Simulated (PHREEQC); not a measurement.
Make-up at 25 °C: 0.0065 mol/kgw NH4HF2, 0.00058 mol/kgw (NH4)2SiF6 and 0.022 mol/kgw H3BO3. Closed to the air; pH follows from the charge balance.

All values are PHREEQC results (ion-association model, wateq4f.dat), not measurements.

```csv
quantity,before,after
pH,3.87,3.81
ionic strength (mol/kgw),0.00812,0.00829
H3BO3 (mol/kgw),0.0186,0.00825
F- (mol/kgw),0.00375,0.00415
BF2(OH)2- (mol/kgw),0.00138,0.000861
BF4- (mol/kgw),0.00131,0.00132
SI of Chalcedony (SiO2),-0.02,-0.36
```

**Question.** Which change was made?
(A) NH4HF2 left out
(B) H3BO3 replaced by HBF4 at the same molality
(C) H3BO3 from 0.022 to 0.11 mol/kgw
(D) H3BO3 from 0.022 to 0.011 mol/kgw

**Answer.** D, H3BO3 from 0.022 to 0.011 mol/kgw

Precipitation was switched off in this run. Some of these states are supersaturated (in Quartz (slow to form), for instance). SiF6-2 is the database's only silicon fluoride. Real BF4- forms and hydrolyses slowly; the run takes it at equilibrium.
